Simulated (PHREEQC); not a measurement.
## Leach liquor (model solution)

Make-up at 9 °C: 0.17 mol/kgw H2SO4 and 0.031 mol/kgw CuSO4. Closed to the air; pH follows from the charge balance.

The numbers come from PHREEQC with the ion-association model, wateq4f.dat.

```yaml
pH: 0.83
ionic_strength: 0.289 mol/kgw
activity_of_water: 0.993
total_alkalinity: -340 meq/kg
```

```tsv
species	molality	activity	log γ
H+	0.189	0.149	-0.104
HSO4-	0.151	0.107	-0.149
SO4-2	0.0391	0.0103	-0.581
Cu+2	0.0203	0.00612	-0.521
CuSO4	0.0107	0.0114	0.029
```

Precipitation was switched off in this run. Constants without temperature data keep their 25 °C values here.
